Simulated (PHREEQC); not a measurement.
# Alkaline etch or developer

Dissolve 5.7 mmol/kgw KOH and 4.7 mmol/kgw K2SiO3 at 20 °C. Closed to the air; pH follows from the charge balance.

Model: ion-association model, phreeqc.dat, run in PHREEQC.

```json
{
 "pH": "12.11",
 "ionic_strength": "0.0155 mol/kgw",
 "total_alkalinity": "15.1 meq/kg"
}
```

| species | molality | activity | log γ |
|---|---|---|---|
| K+ | 0.0151 | 0.0133 | -0.055 |
| OH- | 0.0100 | 0.00885 | -0.055 |
| H3SiO4- | 0.00429 | 0.00379 | -0.054 |
| H2SiO4-2 | 0.000383 | 0.000238 | -0.206 |
| H4SiO4 | 2.37e-5 | 2.38e-5 | 0.002 |

No solid was allowed to form.
